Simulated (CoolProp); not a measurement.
R245ca at 260.79 K and 0.0146 MPa is compressed adiabatically to 0.0274 MPa with isentropic efficiency 0.7. Each further row changes one setting.

Computed with CoolProp (reference Helmholtz-energy equation of state, Zhou 2016).

```json
[
 {"case": "as stated", "work (kJ/kg)": "[?]", "final temperature (K)": "[?]", "final density (kg/m³)": "1.60"},
 {"case": "efficiency 1", "work (kJ/kg)": "[?]", "final temperature (K)": "[?]", "final density (kg/m³)": "[?]"},
 {"case": "efficiency 0.65", "work (kJ/kg)": "15.9", "final temperature (K)": "[?]", "final density (kg/m³)": "1.60"}
]
```

Task: Some entries are withheld; supply them.

Result: 
- as stated, work (kJ/kg): 14.7
- as stated, final temperature (K): 279.0
- efficiency 1, work (kJ/kg): 10.3
- efficiency 1, final temperature (K): 273.8
- efficiency 1, final density (kg/m³): 1.64
- efficiency 0.65, final temperature (K): 280.3
